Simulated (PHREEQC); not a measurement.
Solution (25 °C): 0.17 mol Na2S, 3.7e-05 mol HCl and 7.6e-05 mol ZnCl2 per kg of water. Closed to the air; pH follows from the charge balance.

Model: ion-association model, phreeqc.dat, run in PHREEQC.

```csv
quantity,before,after
pH,12.64,11.54
ionic strength (mol/kgw),0.442,0.440
SI of Halite (NaCl),-6.09,-6.14
```

Task: What was changed between the two runs?
A. temperature from 25 to 65 °C
B. Na2S replaced by NaOH at the same molality
C. diluted 100-fold with water
D. ZnCl2 replaced by LiCl at the same molality
E. temperature from 25 to 15 °C

Result: A, temperature from 25 to 65 °C

This is a speciation only: nothing precipitates in the calculation. Some of these states are supersaturated (in Sphalerite (slow to form), for instance). With this much S-2 the pH rests on the database's HS-/S-2 constant; if that pK is higher, the solution is more alkaline. At this temperature some constants are extrapolated from 25 °C, and those without enthalpy data are left unchanged. The database's pK near 12.9 for HS-/S-2 is now thought far too low, so its S-2 is overstated.
